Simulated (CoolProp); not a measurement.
Vapour-liquid equilibrium of isobutene (1) + n-octane (2) at 95.55 °C; x and y are mole fractions of (1).

The numbers come from the multi-fluid Helmholtz-energy mixture model, Lemmon 2005 and Beckmüller 2019; pair parameters Bell 2016 in CoolProp.

Problem. Give the bubble pressure and the first vapour's composition at x = 0.25, 0.35, 0.65. Is there an azeotrope?

Solution. x = 0.25: 0.3769 MPa, y = 0.904; x = 0.35: 0.5184 MPa, y = 0.935; x = 0.65: 0.9925 MPa, y = 0.976. No azeotrope shows between x = 0.05 and 0.95.

The pair parameters rest on a limited set of measurements; away from them the model extrapolates.
